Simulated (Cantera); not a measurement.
A closed system holds: 1 mol SiH4, 6.3 mol NH3, 26 mol N2, equilibrated at 14000 Pa.

These are equilibrium values from Cantera (NASA tables, ideal gas, pure condensed phases), not measurements of a reactor. Candidate condensed phases: Si, Si3N4; 18 gas species. The numbers say what is thermodynamically allowed, not how fast it happens.

Over these rows the condensed part is Si3N4(s). Partial pressures as log10 of bar:

| T (K) | 1000/T (1/K) | log p Si | log p N2 | log p H2 |
|---|---|---|---|---|
| 1648 | 0.6068 | -8.04 | -1.00 | -1.40 |
| 1698 | 0.5889 | -7.40 | -1.00 | -1.40 |
| 1748 | 0.5721 | -6.79 | -1.00 | -1.40 |
| 1798 | 0.5562 | -6.22 | -1.00 | -1.40 |
| 1848 | 0.5411 | ? | -1.00 | -1.40 |
| 1898 | 0.5269 | -5.18 | -1.00 | -1.40 |

Task: Fit log p(Si) = a + b·(1000/T) to the five rows, give the apparent enthalpy, and predict the row at 1848 K.

Result: Means: 1000/T = 0.5702, log p = -6.726. Sxy = -0.134844, Sxx = 0.0037637, so b = -35.83 and a = -6.726 − (-35.83)×0.5702 = 13.70.
Apparent enthalpy: −19.145 × (-35.83) = 686 kJ/mol. With the condensed phases at unit activity, 1/3 Si3N4(s) = Si(g) + 2/3 N2(g) links this pressure to the main gases: over the six rows their terms move log p by +0.00 in all, so the slope is close to that reaction's ΔH°. The five rows lie within 0.01 of the line.
Prediction at 1848 K: 13.70 + (-35.83)×0.5411 = -5.69. The computed value is -5.68, 0.01 from the line.
